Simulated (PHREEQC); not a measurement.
Dissolve 0.027 mol/kgw HF, 0.0098 mol/kgw KF and 3.4e-05 mol/kgw (NH4)2SiF6 at 25 °C. Closed to the air; pH follows from the charge balance.

Computed with PHREEQC (ion-association model, phreeqc.dat).

This is a speciation only: nothing precipitates in the calculation.

Question: Estimate the pH.

Answer: pH 2.77.

Question: In which forms is F present?

Answer: HF 65 %, F- 29 %, HF2- 5.3 %, SiF6-2 0.6 % of the F.

SiF6-2 is the database's only silicon fluoride.
